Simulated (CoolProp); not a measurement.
Chlorine along the isotherm 41.95 °C: Z from the reference equation and from simpler models built on Tc = 143.7 °C, pc = 7.642 MPa, ω = 0.070; each cubic takes its own stable root.

The numbers come from the reference Helmholtz-energy equation of state, Thol 2021 in CoolProp.

```csv
p (MPa),phase,reference
0.0604,gas,0.9937
0.0976,gas,0.9898
0.158,gas,0.9835
0.255,gas,0.9730
0.412,gas,0.9557
0.665,gas,0.9263
1.07,gas,0.8746
1.74,liquid,0.03513
2.8,liquid,0.05637
4.53,liquid,0.09078
7.32,liquid,0.1457
11.8,liquid,0.2324
19.1,liquid,0.3707
```

How far does each simpler model (van der Waals, Soave-Redlich-Kwong, Peng-Robinson) lie from the reference over these 13 states: mean and median of the absolute difference, and the worst?


- van der Waals: mean 199.8 %, median 4.4 %, worst +2314.7 % at 41.95 °C and 1.74 MPa
- Soave-Redlich-Kwong: mean 4.2 %, median 1.0 %, worst +9.8 % at 41.95 °C and 1.74 MPa
- Peng-Robinson: mean 1.8 %, median 0.3 %, worst -4.6 % at 41.95 °C and 19.1 MPa

At some of these states van der Waals gives the other phase, because its saturation line lies elsewhere.
